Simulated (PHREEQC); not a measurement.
**Silver or lead bath (model solution)**

A solution holds 0.26 mmol/kgw PbCl2, 0.14 mmol/kgw KBr and 0.1 mmol/kgw Na2SO4, at 65 °C. Closed to the air; pH follows from the charge balance.

Model: ion-association model, wateq4f.dat, run in PHREEQC.

Each row changes one thing in this solution. No solid was allowed to form.

| case | pH | ionic strength (mol/kgw) |
|---|---|---|
| as made | 5.70 | 0.00116 |
| PbCl2 left out | 6.46 | 0.000440 |
| temperature from 65 to 45 °C | 5.70 | 0.00116 |
| temperature from 65 to 25 °C | 5.70 | 0.00117 |
| temperature from 65 to 20 °C | 5.69 | 0.00117 |
| PbCl2 replaced by LiCl at the same molality | 6.46 | 0.000700 |
| temperature from 65 to 75 °C | 5.70 | 0.00115 |
| Na2SO4 replaced by Na2SiF6 at the same molality | 3.75 | 0.00128 |

Some of these states are supersaturated (in Pb(OH)2, Larnakite, for instance). At this temperature some constants are extrapolated from 25 °C, and those without enthalpy data are left unchanged. SiF6-2 is the database's only silicon fluoride.
